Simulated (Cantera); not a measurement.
Cantera run, input and output.

```python
import numpy as np
import cantera as ct

gas = ct.Solution("h2o2.yaml")
gas.TPX = 650, 400000, {'H2': 1, 'O2': 0.532, 'N2': 2}
flame = ct.FreeFlame(gas, width=0.015)
flame.set_refine_criteria(ratio=3, slope=0.08, curve=0.16)
flame.transport_model = "unity-Lewis-number"
flame.solve(loglevel=0, auto=True)
z, T = flame.grid, flame.T
thick = (T[-1] - T[0]) / np.gradient(T, z).max()
show = ['H2', 'O2', 'H2O2', 'OH', 'HO2', 'H2O']
print(f"laminar burning velocity  {flame.velocity[0] * 100:.3f} cm/s")
print(f"burnt temperature         {T[-1]:.1f} K")
print(f"thermal thickness         {thick * 1e3:.4f} mm")
print(f"grid points               {len(z)}")
z0 = z[flame.heat_release_rate.argmax()]
print(f"{'z/mm':>9s}{'T/K':>9s}{'u/(m/s)':>9s}" + "".join(f"{s:>11s}" for s in show))
rows = []
for k in (-3, -2, -1.5, -1, -0.5, -0.25, 0, 0.25, 0.5, 1, 2, 4, 8):
    zz = z0 + k * thick
    rows.append([k * thick, np.interp(zz, z, T), np.interp(zz, z, flame.velocity),
                 *(np.interp(zz, z, flame.X[gas.species_index(s)]) for s in show)])
    print(f"{rows[-1][0] * 1e3:9.3f}{rows[-1][1]:9.1f}{rows[-1][2]:9.3f}" + "".join(f"{x:11.3e}" for x in rows[-1][3:]))
```

It prints:

```
laminar burning velocity  592.500 cm/s
burnt temperature         2577.1 K
thermal thickness         0.0644 mm
grid points               104
     z/mm      T/K  u/(m/s)         H2         O2       H2O2         OH        HO2        H2O
   -0.193    650.0    5.925  2.831e-01  1.506e-01  6.471e-10  3.138e-13  1.586e-08  3.208e-07
   -0.129    650.0    5.925  2.831e-01  1.506e-01  9.675e-09  1.674e-11  2.368e-07  4.800e-06
   -0.097    650.3    5.928  2.831e-01  1.506e-01  8.776e-08  5.076e-10  2.140e-06  4.367e-05
   -0.064    652.6    5.947  2.828e-01  1.505e-01  6.327e-07  1.091e-08  1.550e-05  3.205e-04
   -0.032    722.6    6.556  2.750e-01  1.463e-01  1.307e-05  2.894e-05  3.616e-04  9.220e-03
   -0.016   1006.8    8.967  2.367e-01  1.276e-01  2.636e-05  8.587e-04  5.051e-04  5.053e-02
    0.000   1468.1   12.680  1.371e-01  8.112e-02  1.026e-05  5.504e-03  2.272e-04  1.445e-01
    0.016   1771.9   14.968  6.536e-02  4.438e-02  3.994e-06  1.356e-02  1.012e-04  2.118e-01
    0.032   1932.6   16.118  4.712e-02  3.251e-02  2.504e-06  1.776e-02  6.170e-05  2.348e-01
    0.064   2105.9   17.315  3.952e-02  2.657e-02  1.519e-06  1.967e-02  3.798e-05  2.518e-01
    0.129   2267.0   18.394  3.275e-02  2.242e-02  1.041e-06  1.917e-02  2.258e-05  2.682e-01
    0.258   2399.0   19.254  2.524e-02  1.878e-02  7.942e-07  1.712e-02  1.320e-05  2.836e-01
    0.515   2496.8   19.878  1.830e-02  1.585e-02  6.587e-07  1.445e-02  8.238e-06  2.965e-01
```

Cantera simulation using the H2/O2 subset of GRI-Mech 3.0, which has no nitrogen chemistry; the numbers are that mechanism's predictions, not measurements. The hydrogen kinetics of GRI-Mech 3.0 are dated; newer H2 mechanisms differ, most at raised pressure. Unity Lewis numbers drop preferential diffusion, which matters most where H2 and H carry the flame. Burning velocities carry a grid error of a few per cent, more on coarse grids.
